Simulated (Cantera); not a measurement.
Input (Python, Cantera) and output of one run.

```python
import numpy as np
import cantera as ct

gas_names = """
    H HNO HNO2 HNO3 HO2 H2 H2O H2O2 N NH NH2 NH3 NH2OH NO NO2 NO3 N2 N2H2 N2H4 N2O O OH O2 O3 Pb PbO Pb2
""".split()
cond_names = """
    H2O(s) H2O(L) Pb(cr) Pb(L) PbO(rd) PbO(yw) PbO(L) PbO2(s) Pb3O4(s)
""".split()


# ... load() reads the species with a 1 bar reference pressure and builds the phases ...
atoms = {
    'PbO': {'Pb': 1, 'O': 1},
    'H2': {'H': 2},
    'N2': {'N': 2},
}
top_T = {'Pb3O4(s)': 820}  # K; cautious upper limits of use, not melting points


# ... equilibrate(T, P, feed) seeds the gas with the atoms and calls Mixture.equilibrate('TP', solver="vcs", rtol=1e-11, max_steps=5000) ...
results = []
feed = {'PbO': 1, 'H2': 0.77, 'N2': 1.5}  # mol
P = 100000  # Pa
for T in [950, 1000, 1050, 1100, 1150, 1200, 1250, 1300, 1350, 1400, 1450]:
    mix = equilibrate(T, P, feed)
    results.append((T, P, feed, dict(zip(mix.species_names, mix.species_moles))))

top = {s: max(r[3][s] / sum(r[3][g] for g in gas_names) for r in results) for s in gas_names}
cols = sorted((s for s in top if top[s] > 1e-06), key=lambda s: -top[s])[:8]
seen = [c for c in cond_names if any(r[3].get(c, 0) > 1e-12 for r in results)]
print("log10 of partial pressures in bar; condensed amounts in mol")
print(f"{'T/K':>10s}" + "".join(f"{s[:9]:>10s}" for s in cols + seen))
for T, P, feed, n in results:
    ng = sum(n[g] for g in gas_names)
    print(f"{T:10.4g}" + "".join(f"{np.log10(max(n[s] / ng * P / 1e5, 1e-99)):10.3f}" for s in cols)
          + "".join(f"{n.get(c, 0):10.4g}" for c in seen))
```

Result:

```
log10 of partial pressures in bar; condensed amounts in mol
       T/K        N2       H2O        Pb       PbO        H2       Pb2        OH        NO     Pb(L)   PbO(yw)    PbO(L)
       950    -0.180    -0.470    -5.298    -7.278    -4.383   -11.143   -10.365   -11.282    0.7699    0.2301         0
      1000    -0.180    -0.470    -4.791    -6.516    -4.301   -10.292    -9.618   -10.431    0.7698    0.2301         0
      1050    -0.180    -0.470    -4.332    -5.830    -4.226    -9.526    -8.943    -9.662    0.7698    0.2301         0
      1100    -0.180    -0.470    -3.917    -5.208    -4.155    -8.831    -8.330    -8.965    0.7696    0.2301         0
      1150    -0.180    -0.470    -3.538    -4.643    -4.089    -8.198    -7.771    -8.329    0.7692    0.2301         0
      1200    -0.180    -0.470    -3.192    -4.166    -3.987    -7.620    -7.279    -7.787    0.7683         0    0.2301
      1250    -0.181    -0.470    -2.874    -3.738    -3.883    -7.090    -6.831    -7.299    0.7667         0    0.2299
      1300    -0.181    -0.471    -2.581    -3.346    -3.786    -6.602    -6.419    -6.850    0.7637         0    0.2293
      1350    -0.183    -0.472    -2.310    -2.984    -3.694    -6.152    -6.038    -6.435    0.7584         0    0.2281
      1400    -0.185    -0.475    -2.060    -2.650    -3.609    -5.735    -5.685    -6.052    0.7494         0    0.2254
      1450    -0.188    -0.478    -1.827    -2.341    -3.530    -5.348    -5.358    -5.698    0.7348         0    0.2201
```

Method: chemical equilibrium by Gibbs-energy minimisation in Cantera with the NASA 1993 tables (ideal gas, pure condensed phases). Each liquid is taken as pure. Mutual solubility and eutectic melting of coexisting phases are not modelled. Gases not in the tables: (PbO)n polymers.
